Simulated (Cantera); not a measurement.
Charge: 1 mol Al, a varied amount of HCl, 2.7 mol N2, at 675 °C and 14.0 mbar.

Equilibrium computed with Cantera from the NASA thermochemical tables; the gas is ideal and each condensed phase is pure. Candidate condensed phases: Al, AlCl3, AlN, NH4Cl; 20 gas species. Rates play no part.

x: gas mole fraction; n: condensed amount in mol.

```json
[
 {"n(HCl) (mol)": "0.74", "x N2": "0.781", "x H2": "0.0975", "x AlCl3": "0.0650", "x HCl": "0.0567", "n AlN(s)": "0.809"},
 {"n(HCl) (mol)": "0.97", "x N2": "0.734", "x H2": "…", "x AlCl3": "…", "x HCl": "…", "n AlN(s)": "…"},
 {"n(HCl) (mol)": "1.3", "x N2": "0.678", "x H2": "0.147", "x AlCl3": "0.0978", "x HCl": "0.0779", "n AlN(s)": "0.658"},
 {"n(HCl) (mol)": "1.6", "x N2": "0.635", "x H2": "…", "x AlCl3": "…", "x HCl": "…", "n AlN(s)": "…"},
 {"n(HCl) (mol)": "2.2", "x N2": "0.567", "x H2": "0.201", "x AlCl3": "0.134", "x HCl": "0.0982", "n AlN(s)": "0.411"},
 {"n(HCl) (mol)": "2.8", "x N2": "0.516", "x H2": "0.227", "x AlCl3": "0.151", "x HCl": "0.107", "n AlN(s)": "0.245"},
 {"n(HCl) (mol)": "3.7", "x N2": "0.458", "x H2": "0.254", "x AlCl3": "0.169", "x HCl": "0.119", "n AlN(s)": "0"}
]
```

Complete the blanks.


- 0.97, x H2: 0.120
- 0.97, x AlCl3: 0.0798
- 0.97, x HCl: 0.0666
- 0.97, n AlN(s): 0.747
- 1.6, x H2: 0.168
- 1.6, x AlCl3: 0.112
- 1.6, x HCl: 0.0860
- 1.6, n AlN(s): 0.576
